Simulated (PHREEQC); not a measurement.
Solution A (0.049 mol/kgw HF, 0.0022 mol/kgw KF and 0.0097 mol/kgw (NH4)2SiF6) is mixed with solution B (0.41 mmol/kgw Na2SeO4) at 25 °C; shares are by mass of water, 1 kg in all. Oxygen is held at 0.21 atm. CO2 from the air is kept out. Solids allowed: Quartz. Others were left out.

Computed with PHREEQC (ion-association model, wateq4f.dat).

```csv
share of solution B,pH,SeO4-2 (mol/kgw),HF (mol/kgw),H2F2 (mol/kgw),F- (mol/kgw),HSeO4- (mol/kgw)
0,2.35,0,0.0361,0.00342,0.00648,0
0.1,2.37,3.67e-5,0.0328,0.00282,0.00613,4.32e-6
0.2,2.39,7.36e-5,0.0294,0.00226,0.00576,8.38e-6
0.3,2.42,0.000111,0.0259,0.00176,0.00535,1.21e-5
0.4,2.45,0.000149,0.0223,0.00131,0.00492,1.55e-5
0.5,2.49,0.000187,0.0187,0.000914,0.00445,1.83e-5
0.6,2.54,0.000226,0.0149,0.000584,0.00392,2.04e-5
0.7,2.60,0.000265,0.0111,0.000323,0.00332,2.16e-5
0.8,2.69,0.000307,0.00721,0.000136,0.00262,2.11e-5
0.9,2.86,0.000351,0.00333,2.90e-5,0.00173,1.76e-5
1,7.00,0.000410,0,0,0,1.65e-9
```

wateq4f.dat counts part of the HF as a dimer, H2F2, which phreeqc.dat doesn't know; its constant is uncertain. SiF6-2 is the database's only silicon fluoride.
